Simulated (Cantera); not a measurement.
**Low-pressure radical oxidation in H2/O2**

A perfectly stirred reactor is fed with H2 : O2 = 0.0072 : 1 (molar parts), at 0.0267 bar; it is held at 1075 K, and followed from long to short residence time.

Computed with Cantera and GRI-Mech 3.0 (53 species, 325 reactions). Radical loss at walls, strong at low pressure, is not modelled.

```csv
τ (s),x H2,x O2,x H2O,x O,x HO2,x H2O2,x H
29,1.03e-5,0.993,0.00714,6.15e-5,2.02e-7,1.26e-8,3.43e-7
8.8,2.04e-5,0.993,0.00712,0.000133,3.40e-7,1.75e-8,1.12e-6
2.7,3.94e-5,0.993,0.00709,0.000278,5.52e-7,2.33e-8,3.55e-6
0.84,7.44e-5,0.992,0.00702,0.000554,8.71e-7,3.08e-8,1.09e-5
0.26,0.000142,0.992,0.00691,0.00104,1.34e-6,4.16e-8,3.17e-5
0.079,0.000281,0.991,0.00668,0.00180,2.01e-6,5.95e-8,8.60e-5
0.024,0.000585,0.990,0.00622,0.00266,2.85e-6,9.00e-8,0.000199
0.0075,0.00127,0.989,0.00535,0.00317,3.68e-6,1.37e-7,0.000351
0.0023,0.00286,0.990,0.00367,0.00268,4.09e-6,1.77e-7,0.000388
0.00071,0.00611,0.992,0.000815,0.000690,2.84e-6,4.38e-8,8.77e-5
```
x: mole fraction; the columns are a selection and need not sum to one.
